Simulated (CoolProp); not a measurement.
Saturation properties of neopentane.

Values from CoolProp's reference Helmholtz-energy equation of state, Lemmon 2006. It is a short technical equation, of lower accuracy than the large ones.

```tsv
T (°C)	p (MPa)	liquid density (kg/m³)	liquid cp (kJ/(kg K))	vapour Z	surface tension (mN/m)
30.85	0.2059	577.9	2.345	0.9268	10.4
34.55	0.2302	573.6	2.368	?	10.0
38.25	0.2566	569.4	2.391	?	9.65
41.85	0.2844	?	2.414	0.9083	9.31
45.55	0.3154	560.7	2.438	0.9014	?
49.15	?	556.4	2.462	0.8945	?
52.85	0.3837	?	2.488	0.8870	8.28
56.55	0.4222	547.2	2.514	0.8792	7.94
```

### Question
Complete the blanks.

### Answer

- 34.55, vapour Z: 0.9209
- 38.25, vapour Z: 0.9146
- 41.85, liquid density (kg/m³): 565.1
- 45.55, surface tension (mN/m): 8.96
- 49.15, p (MPa): 0.3478
- 49.15, surface tension (mN/m): 8.62
- 52.85, liquid density (kg/m³): 551.8

It boils at 9.5 °C under 1 atm.

Surface tension comes from a separate correlation (Mulero 2014).
